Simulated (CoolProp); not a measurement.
Properties of carbonyl sulfide along the isotherm 203.3 K.

Model: reference Helmholtz-energy equation of state, Lemmon 2006, in CoolProp. It is a short technical equation, of lower accuracy than the large ones.

```csv
p (kPa),phase,cv (kJ/(kg K)),speed of sound (m/s),expansivity (1/kK)
10.1,gas,0.4579,191.1,4.981
17.9,gas,0.4596,190.8,5.031
31.8,gas,0.4629,190.2,5.121
56.6,liquid,0.7145,1126,1.692
101,liquid,0.7145,1126,1.691
179,liquid,0.7145,1127,1.690
318,liquid,0.7146,1127,1.688
566,liquid,0.7147,1129,1.686
1010,liquid,0.7149,1131,1.680
1790,liquid,0.7152,1134,1.671
3180,liquid,0.7158,1140,1.656
```
